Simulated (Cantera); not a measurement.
An isothermal, constant-pressure homogeneous reactor starts with H₂ : O₂ = 0.31 : 1 (molar parts), equivalence ratio 0.15, at 1200 K and 0.0109 atm. Integrator tolerance rtol = 1e-08.

Model: the H2/O2 subset of GRI-Mech 3.0, which has no nitrogen chemistry, integrated in Cantera. Radical loss at walls, strong at low pressure, is not modelled. The temperature is held fixed by assumption; the heat of reaction is taken as removed at once.

Q: What does this change do: temperature 1200 to 1450 K?

A: 
```json
[
 {"quantity": "x(H₂) at 2.00 s", "before": "1.44e-6 (gas-phase equilibrium 3.83e-8)", "after": "7.87e-6 (gas-phase equilibrium 2.85e-6)"},
 {"quantity": "x(O₂) at 2.00 s", "before": "0.732 (gas-phase equilibrium 0.732)", "after": "0.731 (gas-phase equilibrium 0.731)"},
 {"quantity": "x(H) at 2.00 s", "before": "8.35e-8 (gas-phase equilibrium 3.71e-10)", "after": "7.01e-7 (gas-phase equilibrium 1.53e-7)"},
 {"quantity": "x(H₂O₂) at 2.00 s", "before": "1.12e-8 (gas-phase equilibrium 5.77e-10)", "after": "5.76e-9 (gas-phase equilibrium 3.71e-9)"},
 {"quantity": "x(HO₂) at 2.00 s", "before": "4.50e-8 (gas-phase equilibrium 1.81e-8)", "after": "1.47e-7 (gas-phase equilibrium 1.81e-7)"},
 {"quantity": "x(OH) at 2.00 s", "before": "0.000127 (gas-phase equilibrium 2.08e-5)", "after": "0.000574 (gas-phase equilibrium 0.000346)"},
 {"quantity": "x(O) at 2.00 s", "before": "7.66e-6 (gas-phase equilibrium 2.06e-7)", "after": "4.54e-5 (gas-phase equilibrium 1.65e-5)"}
]
```
